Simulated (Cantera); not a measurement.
An isothermal, constant-pressure homogeneous reactor starts with 0.475 % CO, 0.218 % O2, 0.386 % H2O, 98.9 % N2, equivalence ratio 1.1, at 873 K and 250000 Pa.

Computed with Cantera and GRI-Mech 3.0 (53 species, 325 reactions).

Question: Predict: x(CO) at 30.0 s; x(O2) at 30.0 s; x(H2O) at 30.0 s; x(HO2) at 30.0 s.

Answer: 
```json
{
  "x(CO) at 30.0 s": "0.00449 (gas-phase equilibrium 0.000129)",
  "x(O2) at 30.0 s": "0.00205 (gas-phase equilibrium <1e-12)",
  "x(H2O) at 30.0 s": "0.00386 (gas-phase equilibrium 0.00360)",
  "x(HO2) at 30.0 s": "1.54e-7 (gas-phase equilibrium <1e-12)"
}
```
